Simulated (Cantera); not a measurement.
## Ignition delay

Mixture: 8.72 % CH₄, 2.18 % H₂, 18.7 % O₂, 70.4 % N₂, equivalence ratio 0.99, at 1.01 bar, adiabatic and at constant volume. Ignition delay is the time to a rise of 400 K.

Detailed kinetics in Cantera: GRI-Mech 3.0 (53 species, 325 reactions).

```tsv
T0 (K)	delay (ms)
1150	9.31
1250	3.46
1350	1.36
1450	0.589
1550	0.285
1650	0.152
1750	0.0868
```

```
Item                                                     Value
--------------------------------------------------  ----------
apparent activation energy between 1550 and 1750 K  130 kJ/mol
```
